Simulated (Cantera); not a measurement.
What does this Cantera script print?

```python
import numpy as np
import cantera as ct

gas = ct.Solution("gri30.yaml")
gas.TPX = 350, 240000, {'CH4': 1, 'O2': 1.67, 'N2': 8.17, 'H2O': 0.047}
flame = ct.FreeFlame(gas, width=0.022)
flame.set_refine_criteria(ratio=3, slope=0.08, curve=0.16)
flame.transport_model = "mixture-averaged"
flame.solve(loglevel=0, auto=True)
z, T = flame.grid, flame.T
thick = (T[-1] - T[0]) / np.gradient(T, z).max()
show = ['CH4', 'O2', 'H2O2', 'CO', 'H', 'C2H2']
print(f"laminar burning velocity  {flame.velocity[0] * 100:.3f} cm/s")
print(f"burnt temperature         {T[-1]:.1f} K")
print(f"thermal thickness         {thick * 1e3:.4f} mm")
print(f"grid points               {len(z)}")
z0 = z[flame.heat_release_rate.argmax()]
print(f"{'z/mm':>9s}{'T/K':>9s}{'u/(m/s)':>9s}" + "".join(f"{s:>11s}" for s in show))
rows = []
for k in (-3, -2, -1.5, -1, -0.5, -0.25, 0, 0.25, 0.5, 1, 2, 4, 8):
    zz = z0 + k * thick
    rows.append([k * thick, np.interp(zz, z, T), np.interp(zz, z, flame.velocity),
                 *(np.interp(zz, z, flame.X[gas.species_index(s)]) for s in show)])
    print(f"{rows[-1][0] * 1e3:9.3f}{rows[-1][1]:9.1f}{rows[-1][2]:9.3f}" + "".join(f"{x:11.3e}" for x in rows[-1][3:]))
```

Output:

```
laminar burning velocity  10.977 cm/s
burnt temperature         1915.2 K
thermal thickness         0.5706 mm
grid points               141
     z/mm      T/K  u/(m/s)        CH4         O2       H2O2         CO          H       C2H2
   -1.712    350.5    0.110  9.167e-02  1.531e-01  2.119e-08  7.232e-06  1.633e-17  1.773e-08
   -1.141    357.7    0.113  9.095e-02  1.523e-01  3.593e-07  1.228e-04  7.622e-15  4.475e-07
   -0.856    387.6    0.123  8.884e-02  1.500e-01  1.913e-06  6.717e-04  5.769e-13  3.198e-06
   -0.571    542.7    0.173  7.932e-02  1.383e-01  1.001e-05  4.096e-03  4.041e-10  2.720e-05
   -0.285   1029.1    0.332  4.930e-02  9.470e-02  2.208e-05  1.800e-02  2.588e-06  1.590e-04
   -0.143   1401.3    0.455  2.508e-02  5.630e-02  4.773e-06  3.075e-02  5.221e-05  3.232e-04
    0.000   1737.6    0.566  4.742e-03  1.793e-02  6.199e-07  4.146e-02  6.832e-04  5.446e-04
    0.143   1856.3    0.603  2.715e-04  2.934e-03  1.264e-07  3.962e-02  1.722e-03  1.380e-04
    0.285   1879.2    0.609  1.610e-05  5.429e-04  6.410e-08  3.635e-02  1.787e-03  1.814e-05
    0.571   1893.8    0.613  3.074e-07  1.042e-04  3.296e-08  3.474e-02  1.322e-03  8.798e-07
    1.141   1904.7    0.616  6.473e-09  3.248e-05  1.327e-08  3.462e-02  7.789e-04  2.588e-08
    2.282   1911.3    0.618  3.017e-10  8.184e-06  3.748e-09  3.475e-02  3.889e-04  9.495e-10
    4.565   1914.2    0.619  4.396e-11  1.953e-06  9.473e-10  3.482e-02  1.891e-04  9.053e-11
```

Detailed kinetics in Cantera: GRI-Mech 3.0 (53 species, 325 reactions). Burning velocities carry a grid error of a few per cent, more on coarse grids.
